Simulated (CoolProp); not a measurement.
Vapour-liquid equilibrium of hydrogen sulfide (1) + n-hexane (2) at 296.6 K; x and y are mole fractions of (1).

Model: multi-fluid Helmholtz-energy mixture model, Lemmon 2006 and Thol 2019; pair parameters Kunz 2012, in CoolProp.

```csv
x,bubble pressure (MPa),y at the bubble point,dew pressure at overall composition x (MPa),liquid density (mol/L)
0.05,0.1587,0.881,0.01985,7.604
0.2,0.5747,0.967,0.02361,7.960
0.35,0.8877,0.980,0.02910,8.827
0.5,1.119,0.985,0.03785,10.26
0.65,1.329,0.989,0.05406,12.45
0.8,1.560,0.993,0.09449,15.77
0.95,1.833,0.998,0.3762,20.74
```

No azeotrope shows between x = 0.05 and 0.95.

Pair parameters are fitted to limited data, so mixtures are less certain than the pure fluids. The gap from Raoult's law changes sign with composition, which may be real or a fault of the pair parameters; it wasn't checked against measurements.
